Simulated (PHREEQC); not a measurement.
A solution holds 25 mmol/kgw HCl, 0.082 mmol/kgw NaCl and 4 mmol/kgw KCl, at 25 °C. Closed to the air; pH follows from the charge balance.

All values are PHREEQC results (ion-association model, wateq4f.dat), not measurements.

- pH = 1.66
- ionic strength = 0.0291 mol/kgw
- total alkalinity = -25.0 meq/kg

| species | molality | activity | log γ |
|---|---|---|---|
| Cl- | 0.0291 | 0.0246 | -0.072 |
| H+ | 0.0250 | 0.0219 | -0.058 |
| K+ | 0.00400 | 0.00339 | -0.072 |
| Na+ | 8.20e-5 | 7.00e-5 | -0.069 |

This is a speciation only: nothing precipitates in the calculation.
